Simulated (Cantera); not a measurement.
Charge: 1 mol Fe2O3, 0.78 mol C, 2.9 mol N2, equilibrated at 0.450 bar.

Cantera equilibrium calculation (NASA polynomials, part measured and part estimated; ideal gas, pure solids and liquids). Candidate condensed phases: C, Fe, Fe(CO)5, FeO, Fe2O3, Fe3O4; 27 gas species. The tables' stoichiometric FeO is somewhat more stable than real wüstite, so its field is too wide. FeO: taken at fixed stoichiometry. Kinetics and transport are ignored.

Problem. At 1625 K, list the 3 most abundant gas species with their mole fractions, and the condensed phases.

Solution. N2 0.788, CO 0.152, CO2 0.0598. Condensed: FeO(s).
